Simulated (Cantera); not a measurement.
An isothermal, constant-pressure homogeneous reactor starts with 0.106 % CO, 2.52 % O₂, 0.619 % H₂O, 96.8 % N₂, equivalence ratio 0.021, at 1023 K and 3750 Torr.

Cantera simulation using GRI-Mech 3.0 (53 species, 325 reactions); the numbers are that mechanism's predictions, not measurements.

x: mole fraction; the columns are a selection and need not sum to one.

| t (s) | x CO | x O₂ | x H₂O | x H₂O₂ | x NO₂ |
|---|---|---|---|---|---|
| 3.00e-5 | 0.00106 | 0.0252 | 0.00619 | <1e-12 | <1e-12 |
| 7.98e-5 | 0.00106 | 0.0252 | 0.00619 | <1e-12 | <1e-12 |
| 0.000212 | 0.00106 | 0.0252 | 0.00619 | <1e-12 | <1e-12 |
| 0.000564 | 0.00106 | 0.0252 | 0.00619 | <1e-12 | <1e-12 |
| 0.00150 | 0.00106 | 0.0252 | 0.00619 | <1e-12 | <1e-12 |
| 0.00399 | 0.00106 | 0.0252 | 0.00619 | <1e-12 | <1e-12 |
| 0.0106 | 0.00106 | 0.0252 | 0.00619 | 6.05e-12 | <1e-12 |
| 0.0282 | 0.00106 | 0.0252 | 0.00619 | 1.10e-10 | <1e-12 |
| 0.0751 | 0.00106 | 0.0252 | 0.00619 | [?] | <1e-12 |
| 0.200 | 0.00102 | 0.0251 | 0.00619 | [?] | <1e-12 |
| 0.531 | 0.000888 | 0.0251 | 0.00619 | [?] | 4.85e-12 |
| 1.41 | 0.000635 | 0.0249 | 0.00619 | [?] | 3.17e-11 |
| 3.76 | 0.000312 | 0.0248 | 0.00619 | [?] | 1.19e-10 |
| 10.0 | 9.40e-5 | 0.0247 | 0.00620 | [?] | 2.40e-10 |

Problem. What belongs in the gaps?

Solution. 
- 0.0751, x H₂O₂: 1.06e-8
- 0.200, x H₂O₂: 1.06e-7
- 0.531, x H₂O₂: 9.08e-8
- 1.41, x H₂O₂: 6.01e-8
- 3.76, x H₂O₂: 2.34e-8
- 10.0, x H₂O₂: 4.17e-9
